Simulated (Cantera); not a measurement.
Input (Python, Cantera):

```python
import numpy as np
import cantera as ct

gas = ct.Solution("gri30.yaml")
gas.TPX = 1900, 2900000, {'CH4': 1, 'H2O': 0.95}
reactor = ct.IdealGasConstPressureReactor(gas, energy="off", clone=False)
net = ct.ReactorNet([reactor])
net.rtol, net.atol = 1e-08, 1e-18
show = ['CH4', 'H2O', 'C2H6', 'CO', 'H2']
times = np.geomspace(3e-05, 90, 9)

steps = ct.SolutionArray(gas, extra=["t"])
rows = []
print(f"{'t/s':>10s}{'T/K':>9s}{'P/Pa':>11s}" + "".join(f"{s:>11s}" for s in show))
for t in times:
    while net.time < t:
        t_next = net.step()
        steps.append(gas.state, t=t_next)
    rows.append([np.interp(t, steps.t, y) for y in (steps.T, steps.P, *steps(*show).X.T)])
    print(f"{t:10.3e}{rows[-1][0]:9.1f}{rows[-1][1]:11.4g}" + "".join(f"{x:11.3e}" for x in rows[-1][2:]))
rate = np.gradient(steps.T, steps.t)
print("integrator steps:", len(steps.t))
if steps.T.max() > steps.T[0] + 200:
    print(f"time of steepest temperature rise: {steps.t[rate.argmax()]:.4e} s")
gas.TPX = 1900, 2900000, {'CH4': 1, 'H2O': 0.95}
gas.equilibrate("TP")
print(f"equilibrium (TP): T = {gas.T:.1f} K  " + "  ".join(f"{s} {gas[s].X[0]:.3e}" for s in show))
```

Output:

```
       t/s      T/K       P/Pa        CH4        H2O       C2H6         CO         H2
 3.000e-05   1900.0    2.9e+06  3.503e-01  4.426e-01  3.087e-03  1.559e-03  1.465e-01
 1.935e-04   1900.0    2.9e+06  1.618e-01  3.674e-01  4.892e-04  8.089e-03  3.488e-01
 1.249e-03   1900.0    2.9e+06  8.741e-02  2.941e-01  1.844e-04  3.808e-02  4.606e-01
 8.055e-03   1900.0    2.9e+06  7.871e-02  1.681e-01  1.252e-04  1.227e-01  5.643e-01
 5.196e-02   1900.0    2.9e+06  4.813e-02  5.704e-02  3.987e-05  2.055e-01  6.713e-01
 3.352e-01   1900.0    2.9e+06  2.107e-02  1.126e-02  7.109e-06  2.388e-01  7.257e-01
 2.163e+00   1900.0    2.9e+06  1.249e-02  8.809e-04  2.451e-06  2.459e-01  7.398e-01
 1.395e+01   1900.0    2.9e+06  1.226e-02  6.336e-04  2.364e-06  2.460e-01  7.402e-01
 9.000e+01   1900.0    2.9e+06  1.226e-02  6.336e-04  2.364e-06  2.460e-01  7.402e-01
integrator steps: 1913
equilibrium (TP): T = 1900.0 K  CH4 1.230e-02  H2O 6.715e-04  C2H6 2.377e-06  CO 2.460e-01  H2 7.401e-01
```

Computed with Cantera and GRI-Mech 3.0 (53 species, 325 reactions). The pressure lies above the range GRI-Mech 3.0 was tuned for (to about 10 atm).
